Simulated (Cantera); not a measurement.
A closed system holds: 1 mol C2H4, 0.82 mol NH3, at 2100 K and 0.000210 bar.

These are equilibrium values from Cantera (NASA tables, ideal gas, pure condensed phases), not measurements of a reactor. Candidate condensed phases: C, C6H6, C7H8, C8H18; 92 gas species. Rates play no part.

Base state: H2 0.712, H 0.181, N2 0.0993, HCN 0.00570, C2H2 (acetylene) 0.00103, HNC 0.000385, CN 4.25e-5 (mole fractions); condensed: C(graphite).

**Question.** What changes in the equilibrium state with this change: NH3 from 0.82 to 0.017 mol?

**Answer.** 
| species | before | after |
|---|---|---|
| H2 | 0.712 | 0.802 |
| H | 0.181 | 0.193 |
| N2 | 0.0993 | 0.00319 |
| CN | 4.25e-5 | 7.63e-6 |
| HNC | 0.000385 | 7.33e-5 |
| HCN | 0.00570 | 0.00109 |
| C2H2 (acetylene) | 0.00103 | 0.00116 |
| C(graphite), mol | 1.97 | 1.99 |

**Question.** What changes in the equilibrium state with this change: NH3 from 0.82 to 0.032 mol?

**Answer.** 
| species | before | after |
|---|---|---|
| H2 | 0.712 | 0.799 |
| H | 0.181 | 0.192 |
| N2 | 0.0993 | 0.00620 |
| CN | 4.25e-5 | 1.06e-5 |
| HNC | 0.000385 | 0.000102 |
| C(graphite), mol | 1.97 | 1.99 |
